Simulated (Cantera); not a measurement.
Equilibrium for carbon deposition, reforming and gasification: C₃H₈ + NH₃

Feed: 1 mol C₃H₈, 0.12 mol NH₃, equilibrated at 0.120 bar.

These are equilibrium values from Cantera (NASA tables, ideal gas, pure condensed phases), not measurements of a reactor. Candidate condensed phases: C, C₆H₆, C₇H₈, C₈H₁₈; 92 gas species. Kinetics and transport are ignored.

From 2273 K to 2823 K the condensed part is C(graphite). The main C-bearing gas is C₂H₂ (acetylene) throughout. The share of C in condensed phases is highest at 2273 K (98.3 %) and lowest at 2823 K (88.9 %).

```tsv
T (K)	log p H₂	log p H	log p C₂H₂ (acetylene)	log p N₂	log p HCN	log p HNC	n C(graphite)
2273	-0.94	-2.55	-3.36	-2.85	-3.32	-4.37	2.95
2323	-0.94	-2.43	-3.26	-2.86	-3.26	-4.29	2.94
2373	-0.95	-2.33	-3.16	-2.88	-3.21	-4.21	2.92
2423	-0.95	-2.23	-3.07	-2.90	-3.16	-4.13	2.91
2473	-0.96	-2.13	-2.98	-2.91	-3.12	-4.06	2.89
2523	-0.97	-2.04	-2.89	-2.93	-3.08	-4.00	2.87
2573	-0.98	-1.95	-2.81	-2.96	-3.04	-3.94	2.85
2623	-0.99	-1.87	-2.74	-2.98	-3.01	-3.88	2.82
2673	-1.00	-1.79	-2.67	-3.01	-2.98	-3.83	2.79
2723	-1.02	-1.72	-2.61	-3.04	-2.96	-3.78	2.75
2773	-1.04	-1.65	-2.55	-3.07	-2.93	-3.74	2.71
2823	-1.06	-1.58	-2.50	-3.10	-2.92	-3.71	2.67
```
log p: log10 of the partial pressure in bar; n: condensed amount in mol.
